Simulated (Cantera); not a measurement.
Charge: 1 mol C₃H₆, 0.05 mol O₂, 0.43 mol N₂, held at 2150 °C and 5.70 Torr.

Method: chemical equilibrium by Gibbs-energy minimisation in Cantera with the NASA 1993 tables (ideal gas, pure condensed phases). Candidate condensed phases: C, C₆H₆, C₇H₈, C₈H₁₈, H₂O; 136 gas species. Equilibrium is a limit: real reactors are often held back by kinetics, nucleation or transport.

Task: What is the equilibrium state?

Result: 
```json
{
 "x(H₂)": "0.681",
 "x(H)": "0.168",
 "x(N₂)": "0.103",
 "x(CO)": "0.0259",
 "x(HCN)": "0.0154",
 "x(C₂H₂ (acetylene))": "0.00527",
 "x(HNC)": "0.00164",
 "x(CN)": "0.000196",
 "x(C₂H)": "7.88e-5",
 "n(C(graphite))": "2.79 mol",
 "gas_amount": "3.854 mol"
}
```
